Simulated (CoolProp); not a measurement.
A single-stage vapour-compression cycle with R1224YDZ: evaporating at 291.15 K (dew point), condensing at 357.15 K (bubble point), superheat 5 K, subcooling 0 K, compressor efficiency 0.7, no pressure losses. Each further row changes one setting.

Computed with CoolProp (reference Helmholtz-energy equation of state, Akasaka 2023).

```tsv
case	cooling COP	pressure ratio	discharge temperature (K)	refrigerating effect (kJ/kg)	volumetric capacity (kJ/m³)
as stated	2.05	7.08	363.4	91.8	665
evaporating temperature 296.15 K	2.34	[?]	[?]	[?]	820
condensing temperature 352.15 K	2.34	[?]	[?]	98.3	712
subcooling 5 K	2.20	7.08	363.4	98.3	712
superheat 15 K	2.13	7.08	373.5	[?]	695
compressor efficiency 0.6	1.76	7.08	370.7	91.8	665
```

Problem. What belongs in the gaps?

Solution. 
- evaporating temperature 296.15 K, pressure ratio: 5.89
- evaporating temperature 296.15 K, discharge temperature (K): 362.7
- evaporating temperature 296.15 K, refrigerating effect (kJ/kg): 95.1
- condensing temperature 352.15 K, pressure ratio: 6.28
- condensing temperature 352.15 K, discharge temperature (K): 358.9
- superheat 15 K, refrigerating effect (kJ/kg): 99.9
